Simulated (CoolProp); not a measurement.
Properties of propylene at several states (Tc = 364.2 K, pc = 4555 kPa, ω = 0.146).

Values from CoolProp's reference Helmholtz-energy equation of state, Lemmon 2013.

| T (K) | p (kPa) | phase | Z | isothermal compressibility (1/MPa) | fugacity coefficient |
|---|---|---|---|---|---|
| 226.9 | 38.4 | gas | 0.9869 | 26.39 | 0.9871 |
| 479.9 | 140 | gas | 0.9957 | 7.174 | 0.9957 |
| 180.8 | 1610 | liquid | 0.06786 | 0.001064 | 0.004867 |
| 268.8 | 385 | gas | 0.9188 | 2.848 | 0.9251 |
| 179.4 | 232 | liquid | 0.009846 | 0.001062 | 0.02866 |
| 368.7 | 36.4 | gas | 0.9974 | 27.55 | 0.9974 |
